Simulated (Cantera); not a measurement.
A perfectly stirred reactor is fed with 9.97 % CH4, 18.1 % O2, 68.2 % N2, 3.69 % H2O, equivalence ratio 1.1, at 101000 Pa; it is adiabatic with a 798 K inlet, and is followed from long to short residence time, starting on the burning branch (τ in s: 0.32, 0.11, 0.036, 0.012, 0.004, 0.0013, 0.00045, 0.00015, 5e-05, 1.7e-05).

Computed with Cantera and GRI-Mech 3.0 (53 species, 325 reactions).

Predict: blow-out, bracketed by the residence times tried; x(CH4) at τ = 0.320 s; x(O2) at τ = 0.320 s; x(H2O) at τ = 0.320 s; x(H2O2) at τ = 0.320 s; x(N2O) at τ = 0.320 s; x(CH4) at τ = 1.30 ms; x(O2) at τ = 1.30 ms; x(H2O) at τ = 1.30 ms; x(H2O2) at τ = 1.30 ms; x(N2O) at τ = 1.30 ms.


```json
{
 "blow_out_bracketed_by_the_residence_times_tried": "burning at 50.0 µs, out at 17.0 µs",
 "x(CH4) at τ = 0.320 s": "5.91e-7",
 "x(O2) at τ = 0.320 s": "0.00310",
 "x(H2O) at τ = 0.320 s": "0.210",
 "x(H2O2) at τ = 0.320 s": "7.04e-8",
 "x(N2O) at τ = 0.320 s": "1.13e-7",
 "x(CH4) at τ = 1.30 ms": "6.06e-5",
 "x(O2) at τ = 1.30 ms": "0.00940",
 "x(H2O) at τ = 1.30 ms": "0.198",
 "x(H2O2) at τ = 1.30 ms": "1.35e-7",
 "x(N2O) at τ = 1.30 ms": "8.90e-8"
}
```
